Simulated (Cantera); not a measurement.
A Cantera script and its output.

```python
import numpy as np
import cantera as ct

gas = ct.Solution("gri30.yaml")
gas.TPX = 1623, 1000000, {'CO': 1, 'H2': 0.035, 'O2': 0.784, 'N2': 2.95, 'CO2': 0.12}
reactor = ct.IdealGasReactor(gas, energy="on", clone=False)
net = ct.ReactorNet([reactor])
net.rtol, net.atol = 1e-08, 1e-16
show = ['CO', 'H2', 'O2', 'NO', 'N2O', 'HO2']
times = np.geomspace(4e-06, 1, 15)

steps = ct.SolutionArray(gas, extra=["t"])
rows = []
print(f"{'t/s':>10s}{'T/K':>9s}{'P/Pa':>11s}" + "".join(f"{s:>11s}" for s in show))
for t in times:
    while net.time < t:
        t_next = net.step()
        steps.append(gas.state, t=t_next)
    rows.append([np.interp(t, steps.t, y) for y in (steps.T, steps.P, *steps(*show).X.T)])
    print(f"{t:10.3e}{rows[-1][0]:9.1f}{rows[-1][1]:11.4g}" + "".join(f"{x:11.3e}" for x in rows[-1][2:]))
rate = np.gradient(steps.T, steps.t)
print("integrator steps:", len(steps.t))
if steps.T.max() > steps.T[0] + 200:
    print(f"time of steepest temperature rise: {steps.t[rate.argmax()]:.4e} s")
gas.TPX = 1623, 1000000, {'CO': 1, 'H2': 0.035, 'O2': 0.784, 'N2': 2.95, 'CO2': 0.12}
gas.equilibrate("UV")
print(f"equilibrium (UV): T = {gas.T:.1f} K  " + "  ".join(f"{s} {gas[s].X[0]:.3e}" for s in show))
```

Output:

```
       t/s      T/K       P/Pa         CO         H2         O2         NO        N2O        HO2
 4.000e-06   1668.9  1.026e+06  1.977e-01  2.971e-03  1.526e-01  1.842e-07  2.460e-07  1.327e-04
 9.719e-06   2213.5  1.322e+06  1.268e-01  3.239e-04  1.084e-01  4.373e-05  6.175e-06  4.033e-05
 2.362e-05   2835.5   1.63e+06  6.817e-02  2.336e-04  8.552e-02  1.584e-03  5.803e-06  9.139e-06
 5.738e-05   2972.7  1.691e+06  5.312e-02  1.888e-04  7.723e-02  7.742e-03  4.788e-06  8.751e-06
 1.394e-04   2963.2  1.684e+06  5.197e-02  1.882e-04  7.256e-02  1.667e-02  4.791e-06  8.246e-06
 3.388e-04   2954.8  1.679e+06  5.146e-02  1.884e-04  6.960e-02  2.249e-02  4.876e-06  7.902e-06
 8.231e-04   2953.4  1.678e+06  5.138e-02  1.885e-04  6.912e-02  2.343e-02  4.894e-06  7.846e-06
 2.000e-03   2953.4  1.678e+06  5.138e-02  1.885e-04  6.912e-02  2.343e-02  4.894e-06  7.846e-06
 4.860e-03   2953.4  1.678e+06  5.138e-02  1.885e-04  6.912e-02  2.343e-02  4.894e-06  7.846e-06
 1.181e-02   2953.4  1.678e+06  5.138e-02  1.885e-04  6.912e-02  2.343e-02  4.894e-06  7.846e-06
 2.869e-02   2953.4  1.678e+06  5.138e-02  1.885e-04  6.912e-02  2.343e-02  4.894e-06  7.846e-06
 6.971e-02   2953.4  1.678e+06  5.138e-02  1.885e-04  6.912e-02  2.343e-02  4.894e-06  7.846e-06
 1.694e-01   2953.4  1.678e+06  5.138e-02  1.885e-04  6.912e-02  2.343e-02  4.894e-06  7.846e-06
 4.116e-01   2953.4  1.678e+06  5.138e-02  1.885e-04  6.912e-02  2.343e-02  4.894e-06  7.846e-06
 1.000e+00   2953.4  1.678e+06  5.138e-02  1.885e-04  6.912e-02  2.343e-02  4.894e-06  7.846e-06
integrator steps: 1238
time of steepest temperature rise: 8.7502e-06 s
equilibrium (UV): T = 2953.4 K  CO 5.138e-02  H2 1.885e-04  O2 6.912e-02  NO 2.343e-02  N2O 4.894e-06  HO2 7.846e-06
```

Detailed kinetics in Cantera: GRI-Mech 3.0 (53 species, 325 reactions). The hydrogen kinetics of GRI-Mech 3.0 are dated; newer H2 mechanisms differ, most at raised pressure.
